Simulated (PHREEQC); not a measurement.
A solution holds 1.1 mmol/kgw NH4HF2, 0.073 mmol/kgw H2SiF6 and 0.17 mmol/kgw HBF4, at 57 °C. Closed to the air; pH follows from the charge balance.

All values are PHREEQC results (ion-association model, wateq4f.dat), not measurements.

Each row changes one thing in this solution. No solid was allowed to form.

```
case                                      pH  ionic strength (mol/kgw)  HF (mol/kgw)  H3BO3 (mol/kgw)  H4SiO4 (mol/kgw)  HF2- (mol/kgw)  SI of Quartz (SiO2)
--------------------------------------  ----  ------------------------  ------------  ---------------  ----------------  --------------  -------------------
as made                                 3.37                   0.00155       0.00171         0.000151           7.03e-5         1.13e-5                -0.60
temperature from 57 to 60 °C            3.38                   0.00153       0.00173         0.000153           7.12e-5         1.14e-5                -0.63
temperature from 57 to 35 °C            3.27                   0.00169       0.00144         0.000137           4.34e-5         9.24e-6                -0.52
NH4HF2 from 0.0011 to 0.00099 mol/kgw   3.37                   0.00144       0.00161         0.000154           7.11e-5         9.94e-6                -0.59
H2SiF6 from 7.3e-05 to 0.00073 mol/kgw  3.01                   0.00245       0.00366         0.000102          0.000419         2.29e-5                +0.18
```

Some of these states are supersaturated (in Quartz (slow to form), for instance). Away from 25 °C the constants follow the database's enthalpies or fits; those with neither stay at their 25 °C values. SiF6-2 is the database's only silicon fluoride. Real BF4- forms and hydrolyses slowly; the run takes it at equilibrium.
